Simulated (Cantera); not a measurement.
Boron, boron nitride and boron oxide: B + O2 + N2

Charge: 1 mol B, 0.25 mol O2, 120 mol N2, held at 2200 °C and 1.00 bar.

These are equilibrium values from Cantera (NASA tables, ideal gas, pure condensed phases), not measurements of a reactor. Candidate condensed phases: B, BN, B2O3; 17 gas species. Kinetics and transport are ignored.

| Property | Result |
|---|---|
| x(N2) | 0.996 |
| x(BO) | 0.00338 |
| x(B2O2) | 0.000364 |
| x(B2O) | 2.41e-5 |
| x(B) | 1.43e-5 |
| x(B2O3) | 8.46e-6 |
| x(BN) | 5.72e-6 |
| n(BN(s)) | 0.496 mol |
| gas amount | 120.2 mol |
| log10 activity of B(l) (absent) | -0.67 |
